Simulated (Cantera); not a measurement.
Input: 1 mol Si₃N₄, 0.088 mol H₂, held at 1 atm.

Equilibrium computed with Cantera from the NASA thermochemical tables; the gas is ideal and each condensed phase is pure. Candidate condensed phases: Si, Si₃N₄; 18 gas species. Mutual solubility and eutectic melting of coexisting phases are not modelled. Gases not in the tables: Si₂H₆ and higher silanes. Equilibrium is a limit: real reactors are often held back by kinetics, nucleation or transport.

**Question.** Which condensed phases are stable at each of these points (T (K)): 1875, 1975, 2075, 2175, 2275, 2375, 2475, 2575, 2675, 2775, 2875?

**Answer.** 
```tsv
T (K)	condensed phases	Si condensed (%)
1875	Si(l) + Si₃N₄(s)	100.0
1975	Si(l) + Si₃N₄(s)	100.0
2075	Si(l) + Si₃N₄(s)	100.0
2175	Si(l)	100.0
2275	Si(l)	99.9
2375	Si(l)	99.8
2475	Si(l)	99.6
2575	Si(l)	99.2
2675	Si(l)	98.5
2775	Si(l)	97.2
2875	Si(l)	94.9
```

From 1875 K to 2075 K the condensed part is Si(l) + Si₃N₄(s). From 2175 K to 2875 K the condensed part is Si(l).
